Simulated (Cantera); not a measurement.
Charge: 1 mol CuO, 4.3 mol H2, 1.1 mol N2, at 133 Pa.

Method: chemical equilibrium by Gibbs-energy minimisation in Cantera with the NASA 1993 tables (ideal gas, pure condensed phases). Candidate condensed phases: Cu, CuO, Cu(OH)2, Cu2O, H2O; 27 gas species. The numbers say what is thermodynamically allowed, not how fast it happens.

log p: log10 of the partial pressure in bar; n: condensed amount in mol.

| T (K) | log p H2 | log p N2 | log p H2O | log p Cu | log p H | log p OH | log p O | n Cu(s) | n Cu(l) |
|---|---|---|---|---|---|---|---|---|---|
| 923 | -3.09 | -3.57 | -3.61 | -12.26 | -11.16 | -14.61 | <-14 | 1.00 | 0 |
| 1023 | -3.09 | -3.57 | -3.61 | ___ | ___ | ___ | <-14 | 1.00 | 0 |
| 1123 | -3.09 | -3.57 | -3.61 | -8.90 | -8.92 | -11.72 | <-14 | 1.000 | 0 |
| 1223 | -3.09 | -3.57 | -3.61 | -7.64 | -8.07 | -10.63 | <-14 | 1.000 | 0 |
| 1323 | -3.09 | -3.57 | -3.61 | ___ | ___ | ___ | -13.98 | 0.999 | 0 |
| 1423 | -3.09 | -3.57 | -3.61 | -5.68 | -6.72 | -8.90 | -12.58 | 0 | 0.992 |
| 1523 | -3.09 | -3.57 | -3.61 | -4.92 | -6.18 | -8.21 | -11.37 | 0 | 0.951 |
| 1623 | -3.11 | -3.58 | -3.63 | -4.26 | -5.71 | -7.61 | -10.30 | 0 | 0.765 |
| 1723 | -3.16 | -3.64 | -3.68 | -3.68 | -5.32 | -7.10 | -9.36 | 0 | 0 |
| 1823 | -3.17 | -3.64 | -3.68 | -3.68 | -4.95 | -6.62 | -8.51 | 0 | 0 |
| 1923 | -3.17 | -3.64 | -3.69 | -3.69 | -4.61 | -6.19 | -7.76 | 0 | 0 |
| 2023 | -3.19 | -3.65 | -3.69 | -3.69 | -4.31 | -5.80 | -7.07 | 0 | 0 |
| 2123 | -3.21 | -3.66 | -3.71 | -3.70 | -4.05 | -5.46 | -6.45 | 0 | 0 |
| 2223 | -3.24 | -3.67 | -3.73 | -3.71 | -3.81 | -5.14 | -5.87 | 0 | 0 |

Q: Complete the blanks.

A: 
- 1023, log p Cu: -10.42
- 1023, log p H: -9.93
- 1023, log p OH: -13.03
- 1323, log p Cu: -6.57
- 1323, log p H: -7.34
- 1323, log p OH: -9.70
